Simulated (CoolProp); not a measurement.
Vapour-liquid equilibrium of R125 (1) + cyclopropane (2) at 1.26 MPa; x and y are mole fractions of (1).

Model: multi-fluid Helmholtz-energy mixture model, Lemmon 2005 and Polt 1992; pair parameters Bell 2016, in CoolProp. This equation is an older, rougher fit; its heat capacities, sound speeds and derivatives of the liquid may be far off and weren't checked against measurements.

```
x     bubble temperature, mixture model (K)  bubble temperature, Raoult's law (K)  y, mixture model  y, Raoult's law
----  -------------------------------------  ------------------------------------  ----------------  ---------------
0.05                                  313.5                                 318.4             0.161            0.090
0.2                                   302.4                                 313.4             0.416            0.321
0.35                                  297.6                                 309.0             0.532            0.504
0.5                                   295.1                                 305.1             0.613            0.654
0.65                                  293.8                                 301.7             0.695            0.779
0.8                                   293.3                                 298.5             0.797            0.884
0.95                                  294.1                                 295.7             0.940            0.973
```

The largest gap from Raoult's law is -11.4 K in bubble temperature, at x = 0.35. y crosses x between x = 0.65 and 0.8: the model has an azeotrope there.

Pair parameters are fitted to limited data, so mixtures are less certain than the pure fluids.
